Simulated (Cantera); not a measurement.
Feed: 1 mol CH3SiH3, 0.12 mol C3H8, 2 mol H2, at 1023 K and 77000 Pa.

Cantera equilibrium calculation (NASA polynomials, part measured and part estimated; ideal gas, pure solids and liquids). Candidate condensed phases: C, C6H6, C7H8, C8H18, Si, SiC; 87 gas species. The feed counts by its element totals alone. Kinetics and transport are ignored.

Base state: H2 0.948, CH4 0.0519 (mole fractions); condensed: C(graphite) + SiC(s).

What changes in the equilibrium state with this change: temperature from 1023 K to 1625 K?


| species | before | after |
|---|---|---|
| H2 | 0.948 | 0.999 |
| CH4 | 0.0519 | 0.00113 |
| H | 4.59e-9 | 8.04e-5 |
| C2H2 (acetylene) | 1.99e-9 | 3.55e-5 |
| C(graphite), mol | 0.0895 | 0.353 |
| SiC(s), mol | 1.00 | 1.000 |
